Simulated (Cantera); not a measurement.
A Cantera script and its output.

```python
import numpy as np
import cantera as ct

gas = ct.Solution("h2o2.yaml")
gas.TPX = 675, 670000, {'H2': 1, 'O2': 0.926, 'N2': 3.48, 'H2O': 0.63}
flame = ct.FreeFlame(gas, width=0.011)
flame.set_refine_criteria(ratio=3, slope=0.08, curve=0.16)
flame.transport_model = "mixture-averaged"
flame.solve(loglevel=0, auto=True)
z, T = flame.grid, flame.T
thick = (T[-1] - T[0]) / np.gradient(T, z).max()
show = ['H2', 'O2', 'H2O', 'H2O2', 'H', 'OH']
print(f"laminar burning velocity  {flame.velocity[0] * 100:.3f} cm/s")
print(f"burnt temperature         {T[-1]:.1f} K")
print(f"thermal thickness         {thick * 1e3:.4f} mm")
print(f"grid points               {len(z)}")
z0 = z[flame.heat_release_rate.argmax()]
print(f"{'z/mm':>9s}{'T/K':>9s}{'u/(m/s)':>9s}" + "".join(f"{s:>11s}" for s in show))
rows = []
for k in (-3, -2, -1.5, -1, -0.5, -0.25, 0, 0.25, 0.5, 1, 2, 4, 8):
    zz = z0 + k * thick
    rows.append([k * thick, np.interp(zz, z, T), np.interp(zz, z, flame.velocity),
                 *(np.interp(zz, z, flame.X[gas.species_index(s)]) for s in show)])
    print(f"{rows[-1][0] * 1e3:9.3f}{rows[-1][1]:9.1f}{rows[-1][2]:9.3f}" + "".join(f"{x:11.3e}" for x in rows[-1][3:]))
```

Output:

```
laminar burning velocity  82.714 cm/s
burnt temperature         1822.9 K
thermal thickness         0.0802 mm
grid points               108
     z/mm      T/K  u/(m/s)         H2         O2        H2O       H2O2          H         OH
   -0.241    676.5    0.822  1.575e-01  1.549e-01  1.057e-01  4.877e-07  2.665e-14  1.927e-15
   -0.160    685.1    0.821  1.439e-01  1.569e-01  1.088e-01  5.172e-06  3.641e-13  1.183e-13
   -0.120    702.7    0.830  1.299e-01  1.584e-01  1.134e-01  1.795e-05  3.395e-12  5.158e-12
   -0.080    764.3    0.884  1.051e-01  1.586e-01  1.264e-01  7.455e-05  3.750e-10  8.672e-10
   -0.040   1002.3    1.132  6.505e-02  1.464e-01  1.668e-01  2.884e-04  5.261e-06  6.273e-06
   -0.020   1258.5    1.413  4.073e-02  1.277e-01  2.056e-01  2.207e-04  1.620e-04  2.252e-04
    0.000   1519.8    1.705  1.949e-02  1.048e-01  2.458e-01  1.396e-05  6.630e-04  1.411e-03
    0.020   1675.1    1.880  7.953e-03  9.013e-02  2.690e-01  4.293e-06  6.847e-04  2.921e-03
    0.040   1748.0    1.961  3.478e-03  8.433e-02  2.787e-01  2.821e-06  3.902e-04  3.335e-03
    0.080   1797.7    2.016  1.010e-03  8.171e-02  2.846e-01  1.486e-06  9.473e-05  2.584e-03
    0.160   1816.8    2.036  2.101e-04  8.133e-02  2.869e-01  6.099e-07  1.161e-05  1.444e-03
    0.321   1821.8    2.041  4.993e-05  8.140e-02  2.875e-01  2.831e-07  1.881e-06  8.437e-04
    0.641   1822.8    2.042  2.786e-05  8.144e-02  2.877e-01  2.146e-07  9.339e-07  6.785e-04
```

Detailed kinetics in Cantera: the H2/O2 subset of GRI-Mech 3.0, which has no nitrogen chemistry. The hydrogen kinetics of GRI-Mech 3.0 are dated; newer H2 mechanisms differ, most at raised pressure. Burning velocities carry a grid error of a few per cent, more on coarse grids. Lean hydrogen flames are cellular in practice and burn faster than this planar one.
